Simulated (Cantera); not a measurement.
What does this Cantera script print?

```python
import numpy as np
import cantera as ct

gas_names = """
    B BH BH2 BH3 BN BO BO2 B2 B2O B2O2 B2O3 B3O3H3 H HBO HBO2 HNO HNO2 HNO3 HO2 H2 H2O H2O2 H3B3O6 N NH
    NH2 NH3 NH2OH NO NO2 NO3 N2 N2H2 N2H4 N2O O OH O2 O3
""".split()
cond_names = """
    B(b) B(L) BN(s) B2O3(L) B3O3H3(cr) H2O(s) H2O(L)
""".split()


# ... load() reads the species with a 1 bar reference pressure and builds the phases ...
atoms = {
    'borazine': {'B': 3, 'N': 3, 'H': 6},
    'O2': {'O': 2},
    'H2': {'H': 2},
}
top_T = {'BN(s)': 3200}  # K; cautious upper limits of use, not melting points


# ... equilibrate(T, P, feed) seeds the gas with the atoms and calls Mixture.equilibrate('TP', solver="vcs", rtol=1e-11, max_steps=5000) ...
results = []
feed = {'borazine': 1, 'O2': 1.1, 'H2': 98}  # mol
T = 1023  # K
P = 8400  # Pa
mix = equilibrate(T, P, feed)
results.append((T, P, feed, dict(zip(mix.species_names, mix.species_moles))))
x = sorted(zip(gas.X, gas.species_names), reverse=True)
print(f"T = {T:g} K  P = {P:g} Pa  gas = {mix.phase_moles(0):.4g} mol")
print("   x: " + "  ".join(f"{s} {v:.3e}" for v, s in x if v > 1e-05))
print("   condensed (mol): " + ("  ".join(f"{mix.phase(i).name} {mix.phase_moles(i):.4g}"
      for i in range(1, mix.n_phases) if mix.phase_moles(i) > 1e-12) or "none"))
```

It prints:

```
T = 1023 K  P = 8400 Pa  gas = 101.7 mol
   x: H2 9.923e-01  N2 6.942e-03  H2O 7.970e-04
   condensed (mol): BN(s) 1.588  B2O3(L) 0.706
```

These are equilibrium values from Cantera (NASA tables, ideal gas, pure condensed phases), not measurements of a reactor. The feed counts by its element totals alone. Mutual solubility and eutectic melting of coexisting phases are not modelled.
